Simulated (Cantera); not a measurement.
Cantera run, input and output.

```python
import numpy as np
import cantera as ct

gas = ct.Solution("gri30.yaml")
gas.TPX = 1548, 101325, {'C2H6': 1, 'H2': 70}
reactor = ct.IdealGasConstPressureReactor(gas, energy="off", clone=False)
net = ct.ReactorNet([reactor])
net.rtol, net.atol = 1e-08, 1e-18
show = ['C2H6', 'H2', 'CH2', 'C2H2', 'CH4', 'CH3']
times = np.geomspace(1e-06, 5, 13)

steps = ct.SolutionArray(gas, extra=["t"])
rows = []
print(f"{'t/s':>10s}{'T/K':>9s}{'P/Pa':>11s}" + "".join(f"{s:>11s}" for s in show))
for t in times:
    while net.time < t:
        t_next = net.step()
        steps.append(gas.state, t=t_next)
    rows.append([np.interp(t, steps.t, y) for y in (steps.T, steps.P, *steps(*show).X.T)])
    print(f"{t:10.3e}{rows[-1][0]:9.1f}{rows[-1][1]:11.4g}" + "".join(f"{x:11.3e}" for x in rows[-1][2:]))
rate = np.gradient(steps.T, steps.t)
print("integrator steps:", len(steps.t))
if steps.T.max() > steps.T[0] + 200:
    print(f"time of steepest temperature rise: {steps.t[rate.argmax()]:.4e} s")
gas.TPX = 1548, 101325, {'C2H6': 1, 'H2': 70}
gas.equilibrate("TP")
print(f"equilibrium (TP): T = {gas.T:.1f} K  " + "  ".join(f"{s} {gas[s].X[0]:.3e}" for s in show))
```

Output:

```
       t/s      T/K       P/Pa       C2H6         H2        CH2       C2H2        CH4        CH3
 1.000e-06   1548.0  1.013e+05  1.405e-02  9.859e-01  1.470e-10  2.447e-11  2.070e-05  3.177e-05
 3.616e-06   1548.0  1.013e+05  1.385e-02  9.857e-01  2.750e-09  2.244e-08  1.490e-04  5.340e-05
 1.308e-05   1548.0  1.013e+05  1.194e-02  9.850e-01  3.576e-08  6.028e-06  1.207e-03  1.587e-04
 4.729e-05   1548.0  1.013e+05  3.823e-03  9.815e-01  8.078e-08  3.007e-04  7.878e-03  1.921e-04
 1.710e-04   1548.0  1.013e+05  1.822e-04  9.802e-01  1.041e-08  1.624e-03  1.128e-02  5.270e-05
 6.184e-04   1548.0  1.013e+05  2.542e-05  9.802e-01  1.130e-09  2.963e-03  1.156e-02  1.682e-05
 2.236e-03   1548.0  1.013e+05  1.346e-05  9.802e-01  4.795e-10  4.521e-03  1.171e-02  1.099e-05
 8.086e-03   1548.0  1.013e+05  5.947e-06  9.801e-01  3.315e-10  6.259e-03  1.194e-02  9.374e-06
 2.924e-02   1548.0  1.013e+05  4.011e-06  9.799e-01  2.953e-10  6.583e-03  1.234e-02  9.046e-06
 1.057e-01   1548.0  1.013e+05  3.759e-06  9.793e-01  3.070e-10  6.089e-03  1.353e-02  9.680e-06
 3.824e-01   1548.0  1.013e+05  3.164e-06  9.776e-01  3.390e-10  4.736e-03  1.677e-02  1.138e-05
 1.383e+00   1548.0  1.013e+05  2.416e-06  9.752e-01  3.858e-10  2.725e-03  2.159e-02  1.384e-05
 5.000e+00   1548.0  1.013e+05  2.220e-06  9.744e-01  3.996e-10  2.126e-03  2.302e-02  1.457e-05
integrator steps: 1055
equilibrium (TP): T = 1548.0 K  C2H6 2.219e-06  H2 9.744e-01  CH2 3.997e-10  C2H2 2.123e-03  CH4 2.303e-02  CH3 1.457e-05
```

Computed with Cantera and GRI-Mech 3.0 (53 species, 325 reactions). GRI-Mech 3.0 stops at C3 and has no aromatics, soot or wall deposition, so with more carbon than oxygen in the feed, carbon stays in small species such as C2H2 where larger ones or solid carbon would form.
